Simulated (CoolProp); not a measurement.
Vapour-liquid equilibrium of R114 (1) + n-pentane (2) at 99.5 kPa; x and y are mole fractions of (1).

The numbers come from the multi-fluid Helmholtz-energy mixture model, Platzer 1990 and Thol 2019; pair parameters Bell 2016 in CoolProp. This equation is an older, rougher fit; its heat capacities, sound speeds and derivatives of the liquid may be far off and weren't checked against measurements.

```
x     bubble temperature, mixture model (°C)  bubble temperature, Raoult's law (°C)  y, mixture model  y, Raoult's law
----  --------------------------------------  -------------------------------------  ----------------  ---------------
0.05                                    30.5                                   32.7             0.197            0.137
0.2                                     20.2                                   25.6             0.523            0.439
0.35                                    14.2                                   19.7             0.677            0.634
0.5                                     10.4                                   14.9             0.769            0.768
0.65                                     7.7                                   10.7             0.837            0.863
0.8                                      5.5                                    7.2             0.900            0.932
0.95                                     3.7                                    4.1             0.972            0.985
```

The largest gap from Raoult's law is -5.5 K in bubble temperature, at x = 0.35. No azeotrope shows between x = 0.05 and 0.95.

The pair parameters rest on a limited set of measurements; away from them the model extrapolates.
